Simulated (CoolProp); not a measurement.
Vapour-liquid equilibrium of carbon dioxide (1) + n-butane (2) at 612 kPa; x and y are mole fractions of (1).

The numbers come from the multi-fluid Helmholtz-energy mixture model, Span 1996 and Bücker 2006; pair parameters Kunz 2012 in CoolProp.

Give the bubble temperature and the first vapour's composition at x = 0.05, 0.2, 0.8. Is there an azeotrope?

x = 0.05: 297.2 K, y = 0.596; x = 0.2: 244.4 K, y = 0.951; x = 0.8: 224.0 K, y = 0.989. No azeotrope shows between x = 0.05 and 0.95.

Pair parameters are fitted to limited data, so mixtures are less certain than the pure fluids. With so large a gap from Raoult's law the liquid may split in two, which this calculation doesn't test in full.
